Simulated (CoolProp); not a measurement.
Saturation properties of fluorine (Tc = 144.4 K, pc = 5240 kPa, ω = 0.045).

Computed with CoolProp (reference Helmholtz-energy equation of state, de Reuck 1990).

```json
[
 {"T (K)": "74.5", "p (kPa)": "25.08", "liquid density (kg/m³)": "1573", "enthalpy of vaporisation (kJ/kg)": "183.5", "vapour Z": "(withheld)", "surface tension (mN/m)": "16.4"},
 {"T (K)": "79.8", "p (kPa)": "53.25", "liquid density (kg/m³)": "1538", "enthalpy of vaporisation (kJ/kg)": "179.1", "vapour Z": "0.9778", "surface tension (mN/m)": "14.9"},
 {"T (K)": "85.1", "p (kPa)": "102.1", "liquid density (kg/m³)": "1501", "enthalpy of vaporisation (kJ/kg)": "174.3", "vapour Z": "(withheld)", "surface tension (mN/m)": "13.5"},
 {"T (K)": "90.3", "p (kPa)": "178.3", "liquid density (kg/m³)": "1464", "enthalpy of vaporisation (kJ/kg)": "169.2", "vapour Z": "0.9490", "surface tension (mN/m)": "12.0"},
 {"T (K)": "95.6", "p (kPa)": "294.3", "liquid density (kg/m³)": "1424", "enthalpy of vaporisation (kJ/kg)": "163.5", "vapour Z": "0.9288", "surface tension (mN/m)": "10.6"},
 {"T (K)": "100.9", "p (kPa)": "459.5", "liquid density (kg/m³)": "(withheld)", "enthalpy of vaporisation (kJ/kg)": "157.3", "vapour Z": "0.9045", "surface tension (mN/m)": "9.23"},
 {"T (K)": "106.2", "p (kPa)": "(withheld)", "liquid density (kg/m³)": "1339", "enthalpy of vaporisation (kJ/kg)": "150.3", "vapour Z": "0.8758", "surface tension (mN/m)": "7.88"},
 {"T (K)": "111.4", "p (kPa)": "974.6", "liquid density (kg/m³)": "(withheld)", "enthalpy of vaporisation (kJ/kg)": "142.7", "vapour Z": "0.8430", "surface tension (mN/m)": "6.59"},
 {"T (K)": "116.7", "p (kPa)": "1352", "liquid density (kg/m³)": "1242", "enthalpy of vaporisation (kJ/kg)": "133.9", "vapour Z": "0.8039", "surface tension (mN/m)": "5.33"}
]
```

Problem. What belongs in the gaps?

Solution. 
- 74.5, vapour Z: 0.9870
- 85.1, vapour Z: 0.9651
- 100.9, liquid density (kg/m³): 1383
- 106.2, p (kPa): 684.6
- 111.4, liquid density (kg/m³): 1292

It boils at 85.0 K under 1 atm.

Surface tension comes from a separate correlation (Mulero 2012).
